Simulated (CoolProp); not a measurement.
Values from CoolProp's reference Helmholtz-energy equation of state, Lemmon 2003. It is a pseudo-pure fit of the blend.

For R410A, give the phase and the viscosity (µPa s), fugacity coefficient at 206.25 °C and 9270 kPa.


- 206.25 °C and 9270 kPa: supercritical; viscosity 25.6, fugacity coefficient 0.821

Viscosity comes from a separate model (Geller 2000).
